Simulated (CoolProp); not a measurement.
The numbers come from the reference Helmholtz-energy equation of state, Leachman 2009 in CoolProp.

For normal hydrogen, give the phase and the cp (kJ/(kg K)), viscosity (µPa s) at 305.5 K and 0.25 MPa; 377.3 K and 0.104 MPa; 796 K and 0.39 MPa.


- 305.5 K and 0.25 MPa: gas; cp 14.3, viscosity 9.05
- 377.3 K and 0.104 MPa: gas; cp 14.5, viscosity 10.5
- 796 K and 0.39 MPa: gas; cp 14.7, viscosity 17.6

Viscosity comes from a separate model (Muzny 2013).
